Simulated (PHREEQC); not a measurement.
Consider water at 20 °C with 0.002 mol/kgw NaBF4. Closed to the air; pH follows from the charge balance.

Computed with PHREEQC (ion-association model, phreeqc.dat).

Precipitation was switched off in this run.

### Question
What pH, ionic strength does the model give?

### Answer
pH 3.06; ionic strength 0.00292 mol/kgw.

### Question
In which forms is B present?

### Answer
BF4- 45 %, H3BO3 43 %, BF3OH- 7.6 %, BF2(OH)2- 4.4 % of the B.

Real BF4- forms and hydrolyses slowly; the run takes it at equilibrium.
